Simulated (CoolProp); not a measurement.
Properties of methanol along the isotherm 545.9 K.

Values from CoolProp's reference Helmholtz-energy equation of state, de Reuck 1993.

| p (MPa) | phase | speed of sound (m/s) | isothermal compressibility (1/MPa) | conductivity (mW/(m K)) | Prandtl number |
|---|---|---|---|---|---|
| 0.065 | gas | 403.3 | 15.41 | 44.6 | 0.798 |
| 0.123 | gas | 402.7 | 8.160 | 44.7 | 0.799 |
| 0.233 | gas | 401.7 | 4.322 | 44.9 | 0.802 |
| 0.443 | gas | 399.7 | 2.288 | 45.3 | 0.807 |
| 0.839 | gas | 395.8 | 1.225 | 46.0 | 0.818 |
| 1.59 | gas | 388.0 | 0.6650 | 47.5 | 0.842 |
| 3.01 | gas | 372.2 | 0.3750 | 50.5 | 0.903 |
| 5.72 | gas | 340.5 | 0.2317 | 58.3 | 1.09 |
| 10.8 | supercritical | 265.0 | 0.2498 | 96.0 | 2.46 |
| 20.5 | supercritical | 428.3 | 0.02193 | 163 | 2.20 |

Viscosity comes from a separate model (Xiang 2006). Thermal conductivity comes from a separate model (Sykioti 2013).
